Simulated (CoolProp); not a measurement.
Vapour-liquid equilibrium of m-xylene (1) + n-nonane (2) at 267.95 °C; x and y are mole fractions of (1).

Computed with CoolProp (multi-fluid Helmholtz-energy mixture model, Zhou 2012 and Lemmon 2006; pair parameters Bell 2016).

Give the bubble pressure and the first vapour's composition at x = 0.05, 0.2, 0.35. Is there an azeotrope?

x = 0.05: 1.081 MPa, y = 0.063; x = 0.2: 1.145 MPa, y = 0.236; x = 0.35: 1.198 MPa, y = 0.391. No azeotrope shows between x = 0.05 and 0.95.

The pair parameters rest on a limited set of measurements; away from them the model extrapolates.
